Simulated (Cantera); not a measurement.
Stirred combustor or abatement burner

A perfectly stirred reactor is fed with 3.83 % CH4, 1.95 % H2, 8.81 % O2, 85.4 % N2, equivalence ratio 0.98, at 9.30 bar; it is adiabatic with a 325 K inlet, and is followed from long to short residence time, starting on the burning branch (τ in s: 0.04, 0.018, 0.0079, 0.0035, 0.0016, 0.00069, 0.00031, 0.00014, 6e-05, 2.7e-05, 1.2e-05).

Detailed kinetics in Cantera: GRI-Mech 3.0 (53 species, 325 reactions).

```
τ (s)    T (K)     x CH4     x H2     x O2   x C2H4   x H2O2     x OH   x C2H2
-------  -----  --------  -------  -------  -------  -------  -------  -------
0.040     1320  0.000874  0.00185  0.00756  4.19e-5  6.39e-7  4.68e-6  7.71e-6
0.018      325    0.0383   0.0195   0.0881   <1e-12   <1e-12   <1e-12   <1e-12
0.0079     325    0.0383   0.0195   0.0881   <1e-12   <1e-12   <1e-12   <1e-12
0.0035     325    0.0383   0.0195   0.0881   <1e-12   <1e-12   <1e-12   <1e-12
0.0016     325    0.0383   0.0195   0.0881   <1e-12   <1e-12   <1e-12   <1e-12
0.00069    325    0.0383   0.0195   0.0881   <1e-12   <1e-12   <1e-12   <1e-12
0.00031    325    0.0383   0.0195   0.0881   <1e-12   <1e-12   <1e-12   <1e-12
0.00014    325    0.0383   0.0195   0.0881   <1e-12   <1e-12   <1e-12   <1e-12
6.0e-5     325    0.0383   0.0195   0.0881   <1e-12   <1e-12   <1e-12   <1e-12
2.7e-5     325    0.0383   0.0195   0.0881   <1e-12   <1e-12   <1e-12   <1e-12
1.2e-5     325    0.0383   0.0195   0.0881   <1e-12   <1e-12   <1e-12   <1e-12
```
x: mole fraction; the columns are a selection and need not sum to one.
